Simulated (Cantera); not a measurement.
Input: 1 mol C2H6, 0.013 mol NH3, 4 mol N2, held at 2023 K and 0.00133 bar.

Cantera equilibrium calculation (NASA polynomials, part measured and part estimated; ideal gas, pure solids and liquids). Candidate condensed phases: C, C6H6, C7H8, C8H18; 92 gas species. Rates play no part.

Base state: N2 0.557, H2 0.402, H 0.0330, HCN 0.00763, HNC 0.000452, C2H2 (acetylene) 0.000359, CN 1.55e-5 (mole fractions); condensed: C(graphite).

Task: What changes in the equilibrium state with this change: pressure from 0.00133 bar to 0.0180 bar?

Result: 
```csv
species,before,after
N2,0.557,0.563
H2,0.402,0.419
H,0.0330,0.00916
CN,1.55e-5,4.25e-6
C2H2 (acetylene),0.000359,0.000374
HNC,0.000452,0.000464
HCN,0.00763,0.00783
"C(graphite), mol",1.94,1.94
```

Task: What changes in the equilibrium state with this change: temperature from 2023 K to 1550 K?

Result: 
```tsv
species	before	after
N2	0.557	0.570
H2	0.402	0.429
HCN	0.00763	0.000735
H	0.0330	0.000565
CN	1.55e-5	5.82e-9
C2H2 (acetylene)	0.000359	6.88e-6
HNC	0.000452	1.45e-5
C(graphite), mol	1.94	1.99
```
